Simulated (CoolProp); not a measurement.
Saturation properties of carbon monoxide.

Computed with CoolProp (reference Helmholtz-energy equation of state, Lemmon 2006). It is a short technical equation, of lower accuracy than the large ones.

| T (K) | p (MPa) | vapour density (kg/m³) | enthalpy of vaporisation (kJ/kg) | liquid cp (kJ/(kg K)) |
|---|---|---|---|---|
| 78 | 0.06556 | 2.920 | 219.6 | 2.140 |
| 80.7 | 0.09094 | 3.947 | 216.0 | 2.144 |
| 83.4 | 0.1233 | 5.227 | 212.2 | 2.151 |
| 86 | 0.1620 | 6.732 | 208.4 | 2.163 |
| 88.7 | 0.2112 | 8.620 | 204.3 | 2.179 |
| 91.4 | 0.2708 | 10.88 | 199.9 | 2.200 |
| 94.1 | 0.3420 | 13.57 | 195.3 | 2.226 |
| 96.8 | 0.4262 | 16.74 | 190.4 | 2.258 |
| 99.5 | 0.5245 | 20.45 | 185.2 | 2.298 |
| 102.2 | 0.6383 | 24.79 | 179.7 | 2.346 |
| 104.9 | 0.7690 | 29.84 | 173.7 | 2.405 |
| 107.6 | 0.9178 | 35.71 | 167.3 | 2.478 |

It boils at 81.6 K under 1 atm.
